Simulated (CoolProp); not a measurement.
Aqueous potassium carbonate as a coolant, 32 % by mass, freezing at -21.5 °C, 1 atm.

Model: Melinder's fits for secondary coolants, in CoolProp.

```csv
T (°C),viscosity (mPa s),conductivity (W/(m K)),cp (kJ/(kg K)),Prandtl number
-17.6,(withheld),0.505,2.839,50.4
-12.6,7.31,0.513,2.847,(withheld)
-7.6,6.07,0.522,2.855,(withheld)
-2.6,5.13,0.530,2.863,27.7
2.3,4.41,0.538,2.871,23.5
7.3,3.83,0.546,(withheld),20.2
12.3,3.36,0.554,2.888,17.5
17.3,2.98,0.562,2.897,15.4
22.3,2.67,0.570,2.906,13.6
27.3,2.40,0.578,2.915,12.1
32.3,(withheld),(withheld),2.924,10.8
37.3,(withheld),(withheld),2.934,9.68
```

Problem. Complete the blanks.

Solution. 
- -17.6, viscosity (mPa s): 8.97
- -12.6, Prandtl number: 40.5
- -7.6, Prandtl number: 33.2
- 7.3, cp (kJ/(kg K)): 2.879
- 32.3, viscosity (mPa s): 2.17
- 32.3, conductivity (W/(m K)): 0.586
- 37.3, viscosity (mPa s): 1.96
- 37.3, conductivity (W/(m K)): 0.594
